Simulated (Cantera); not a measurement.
Feed: 1 mol Si₃N₄, 0.017 mol Si, 1.6 mol N₂, at 0.210 bar.

Equilibrium computed with Cantera from the NASA thermochemical tables; the gas is ideal and each condensed phase is pure. Candidate condensed phases: Si, Si₃N₄; 7 gas species. The tables' values for SiN are old estimates; treat these amounts as uncertain. Equilibrium is a limit: real reactors are often held back by kinetics, nucleation or transport.

x: gas mole fraction; n: condensed amount in mol.

```
T (K)        x N₂        x Si       x Si₂     x SiN      x Si₂N     n Si(l)
-----  ----------  ----------  ----------  --------  ----------  ----------
2423        0.986      0.0125    0.000296  0.000645    0.000602        2.96
2498        0.975  (withheld)  (withheld)   0.00102  (withheld)        2.92
2573        0.957      0.0384     0.00114   0.00156     0.00132        2.85
2648        0.929      0.0642     0.00211   0.00232     0.00187        2.73
2723        0.885       0.104     0.00376   0.00333     0.00257        2.52
2798   (withheld)  (withheld)  (withheld)   0.00462  (withheld)  (withheld)
2873        0.722       0.255      0.0109   0.00614     0.00435        1.55
```

Complete the blanks.


- 2498, x Si: 0.0223
- 2498, x Si₂: 0.000593
- 2498, x Si₂N: 0.000904
- 2798, x N₂: 0.819
- 2798, x Si: 0.165
- 2798, x Si₂: 0.00650
- 2798, x Si₂N: 0.00341
- 2798, n Si(l): 2.17
